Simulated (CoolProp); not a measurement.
A Linde-Hampson liquefier for oxygen: isothermal reversible compression at 290 K from 1 atm to 25 MPa, throttling to 1 atm, return gas leaving the recuperator 10 K below the feed. Each further row changes one setting.

Computed with CoolProp (reference Helmholtz-energy equation of state, Schmidt 1985).

| case | liquid yield per pass | compression work (kJ/kg of gas) |
|---|---|---|
| as stated | 0.115 | 406 |
| high pressure 50 MPa | 0.158 | 459 |
| warm-end temperature 320 K | 0.083 | 453 |
| warm-end gap 15 K | 0.105 | 406 |

Above 300 K oxygen's equation is extrapolated.
